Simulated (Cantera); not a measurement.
# BN + H₂ (sublimation and decomposition of ceramics)

Charge: 1 mol BN, 1.6 mol H₂, held at 1 atm.

Cantera equilibrium calculation (NASA polynomials, part measured and part estimated; ideal gas, pure solids and liquids). Candidate condensed phases: B, BN; 15 gas species. Mutual solubility and eutectic melting of coexisting phases are not modelled. The tables' values for BH₂ are old estimates; treat these amounts as uncertain. Gases not in the tables: B₂H₆ and higher boranes. Equilibrium is a limit: real reactors are often held back by kinetics, nucleation or transport.

```tsv
T (°C)	x H₂	x N₂	x H	x BH₂	n BN(s)	n B(s)	n B(l)
1302	1.000	1.96e-6	4.13e-5	2.81e-6	1.000	0	0
1402	1.000	6.99e-6	0.000115	1.12e-5	1.000	0	0
1502	1.000	2.19e-5	0.000287	3.76e-5	1.000	0	0
1602	0.999	6.15e-5	0.000651	0.000110	1.000	0	0
1702	0.998	0.000156	0.00136	0.000288	0.999	0	0
1802	0.996	0.000364	0.00264	0.000684	0.999	0	0
1902	0.993	0.00128	0.00483	0.00117	0.996	0.00215	0
2002	0.985	0.00427	0.00837	0.00184	0.986	0.0107	0
2102	0.970	0.0136	0.0138	0.00268	0.956	0	0.0398
2202	0.929	0.0460	0.0215	0.00341	0.844	0	0.150
2302	0.823	0.142	0.0312	0.00391	0.462	0	0.530
2402	0.719	0.233	0.0435	0.00433	0	0	0.989
2502	0.701	0.230	0.0623	0.00526	0	0	0.986
2602	0.677	0.227	0.0865	0.00624	0	0	0.981
```
x: gas mole fraction; n: condensed amount in mol.

From 1302 °C to 1802 °C the condensed part is BN(s). From 1902 °C to 2002 °C the condensed part is B(s) + BN(s). From 2102 °C to 2302 °C the condensed part is B(l) + BN(s). From 2402 °C to 2602 °C the condensed part is B(l).
